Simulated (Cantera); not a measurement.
**AlCl3 + N2O + N2 (aluminium nitride and oxide growth)**

Input: 1 mol AlCl3, 0.76 mol N2O, 2.6 mol N2, at 160 Pa.

These are equilibrium values from Cantera (NASA tables, ideal gas, pure condensed phases), not measurements of a reactor. Candidate condensed phases: Al, AlCl3, AlN, Al2O3; 24 gas species. The tables' values for AlCl2 are old estimates; treat these amounts as uncertain. Rates play no part.

```tsv
T (K)	log p N2	log p Cl	log p AlCl3	log p Cl2	log p AlCl2	log p AlCl	log p AlOCl	n Al2O3(s)
1625	-3.00	-3.36	-3.83	-4.94	-6.85	-9.16	-7.90	0.253
1650	-3.00	-3.36	-3.83	-5.05	-6.65	-8.79	-7.71	0.253
1675	-3.00	-3.36	-3.83	-5.16	-6.45	-8.43	-7.52	0.253
1700	-3.00	-3.35	-3.83	-5.27	-6.26	-8.08	-7.34	0.253
1725	-3.00	-3.35	-3.83	-5.38	-6.08	-7.74	-7.17	0.253
1750	-3.00	-3.35	-3.84	-5.49	-5.90	-7.41	-7.00	0.253
1775	-3.00	-3.35	-3.84	-5.59	-5.72	-7.09	-6.83	0.253
1800	-3.00	-3.35	-3.84	-5.69	-5.55	-6.78	-6.67	0.253
1825	-3.00	-3.34	-3.85	-5.79	-5.39	-6.48	-6.52	0.253
1850	-3.00	-3.34	-3.85	-5.88	-5.24	-6.19	-6.37	0.253
```
log p: log10 of the partial pressure in bar; n: condensed amount in mol.

From 1625 K to 1850 K the condensed part is Al2O3(s). The main Al-bearing gas is AlCl3 throughout.
